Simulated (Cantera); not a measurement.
Input: 1 mol AlCl3, 4.4 mol O2, 41 mol N2, 2.2 mol NH3, equilibrated at 552 °C and 0.0133 bar.

These are equilibrium values from Cantera (NASA tables, ideal gas, pure condensed phases), not measurements of a reactor. Condensed phases not in the tables: AlOCl. The numbers say what is thermodynamically allowed, not how fast it happens.

| species | before | after |
|---|---|---|
| N2 | 0.849 | 0.890 |
| HCl | 0.0544 | 0.0604 |
| H2O | 0.0394 | 0.0396 |
| O2 | 0.0539 | 0.00875 |
| Cl2 | 0.00306 | 0.00151 |
| Al2O3(s), mol | 0.500 | 0.500 |
Gas species are given as mole fractions.

Task: Name the change that produced these shifts.
A) O2 from 4.4 to 2.1 mol
B) NH3 from 2.2 to 29 mol
C) NH3 from 2.2 to 10 mol
D) temperature from 552 °C to 1127 °C

Result: A, O2 from 4.4 to 2.1 mol
